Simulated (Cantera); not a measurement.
Charge: 1 mol Cr2O3, 3.8 mol H2, equilibrated at 0.0133 bar.

Equilibrium computed with Cantera from the NASA thermochemical tables; the gas is ideal and each condensed phase is pure. Candidate condensed phases: Cr, Cr2O3, H2O; 13 gas species. Mutual solubility and eutectic melting of coexisting phases are not modelled. Kinetics and transport are ignored.

x: gas mole fraction; n: condensed amount in mol.

```
T (°C)   x H2     x H2O       x H      x Cr     x CrO      x OH  n Cr2O3(s)   n Cr(s)
------  -----  --------  --------  --------  --------  --------  ----------  --------
752     1.000   1.20e-5   3.77e-8  2.20e-11    <1e-12    <1e-12       1.000         0
802     1.000   2.38e-5   1.27e-7  1.87e-10    <1e-12    <1e-12       1.000         0
852     1.000   4.45e-5   3.85e-7   1.31e-9    <1e-12    <1e-12       1.000         0
902     1.000   7.87e-5   1.06e-6   7.73e-9    <1e-12    <1e-12       1.000         0
952     1.000  0.000133   2.70e-6   3.94e-8    <1e-12  3.26e-12       1.000  0.000336
1002    1.000  0.000214   6.38e-6   1.76e-7  6.88e-12  1.59e-11       1.000  0.000542
1052    1.000       [?]       [?]       [?]       [?]       [?]       1.000       [?]
1102    0.999  0.000503   2.97e-5   2.53e-6  3.01e-10  2.68e-10       0.999   0.00126
1152    0.999  0.000735   5.91e-5   8.29e-6   1.62e-9  9.50e-10       0.999   0.00183
1202    0.999   0.00105  0.000112   2.50e-5   7.79e-9   3.08e-9       0.999   0.00256
1252    0.998       [?]       [?]       [?]       [?]       [?]       0.998       [?]
1302    0.997   0.00198  0.000359  0.000183   1.32e-7   2.60e-8       0.997   0.00433
```

### Question
Some entries are withheld; supply them.

### Answer

- 1252, x H2O: 0.00146
- 1252, x H: 0.000205
- 1252, x Cr: 7.00e-5
- 1252, x CrO: 3.37e-8
- 1252, x OH: 9.27e-9
- 1252, n Cr(s): 0.00343
- 1052, x H2O: 0.000334
- 1052, x H: 1.42e-5
- 1052, x Cr: 7.03e-7
- 1052, x CrO: 4.89e-11
- 1052, x OH: 6.90e-11
- 1052, n Cr(s): 0.000842
